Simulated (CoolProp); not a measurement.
Properties of CH3F (R41) along the isobar 1.01 bar (Tc = 317.3 K, pc = 59.06 bar, ω = 0.200).

Model: reference Helmholtz-energy equation of state, Lemmon 2006, in CoolProp. It is a short technical equation, of lower accuracy than the large ones.

```
T (K)   phase         Z  cv (kJ/(kg K))
-----  ------  --------  --------------
150.8  liquid  0.002833           1.412
181.3  liquid  0.002509           1.310
211.8     gas    0.9707          0.8335
242.2     gas    0.9828          0.8121
272.7     gas    0.9887          0.8319
303.1     gas    0.9921          0.8713
333.6     gas    0.9943          0.9225
364.1     gas    0.9957          0.9809
394.5     gas    0.9967           1.043
425       gas    0.9975           1.107
```
